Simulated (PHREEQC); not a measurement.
0.073 g of hydrous ferric oxide (600 m²/g; 0.2 weak and 0.005 strong sites per Fe, Dzombak-Morel constants, diffuse double layer) in 1 kg of water with 0.01 mol/kgw of an inert sodium salt and 0.046 mmol/kgw CuSO4, at 25 °C; the pH is set by adding NaOH or the inert anion's acid. Oxygen is held at 0.21 atm. CO2 from the air is kept out. No solid was allowed to form.

All values are PHREEQC results (ion-association model, wateq4f.dat), not measurements.

Q: Predict S sorbed (%), Cu sorbed (%) at pH = 3.67, 5, 5.67, 7.67, 10.33.

A: 
| pH | S sorbed (%) | Cu sorbed (%) |
|---|---|---|
| 3.67 | 98.1 | 0.2 |
| 5 | 80.6 | 16.6 |
| 5.67 | 59.3 | 60.3 |
| 7.67 | 2.5 | 97.4 |
| 10.33 | 0.0 | 94.5 |

Complexes and solids missing from the database can't appear. The database's constant for dissolved Cu(OH)2 is higher than later reviews accept. The oxide is taken as insoluble; below pH 4 it would dissolve.
